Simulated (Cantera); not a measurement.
An isothermal, constant-pressure homogeneous reactor starts with NH3 : H2 = 1 : 3.2 (molar parts), at 2250 K and 3600 Pa. Integrator tolerance rtol = 1e-08.

Detailed kinetics in Cantera: the gas-phase N/H chemistry of the illustrative SiF4/NH3 mechanism in the Surface Chemkin manual (1991). Walls and surfaces, which speed up NH3 decomposition in real reactors, are not modelled.

Task: What does this change do: temperature 2250 to 1423 K?

Result: 
```csv
quantity,before,after
x(NH3) at 70.0 s,1.25e-7 (gas-phase equilibrium 1.25e-7),0.234 (gas-phase equilibrium 7.47e-7)
x(H2) at 70.0 s,0.869 (gas-phase equilibrium 0.869),0.765 (gas-phase equilibrium 0.904)
x(NH2) at 70.0 s,1.65e-8 (gas-phase equilibrium 1.65e-8),1.13e-5 (gas-phase equilibrium 5.71e-11)
x(NH) at 70.0 s,1.63e-8 (gas-phase equilibrium 1.63e-8),3.19e-8 (gas-phase equilibrium <1e-12)
x(N) at 70.0 s,3.60e-8 (gas-phase equilibrium 3.60e-8),9.67e-10 (gas-phase equilibrium <1e-12)
x(N2H2) at 70.0 s,<1e-12 (gas-phase equilibrium <1e-12),3.30e-8 (gas-phase equilibrium <1e-12)
x(N2) at 70.0 s,0.0944 (gas-phase equilibrium 0.0944),0.00181 (gas-phase equilibrium 0.0962)
```
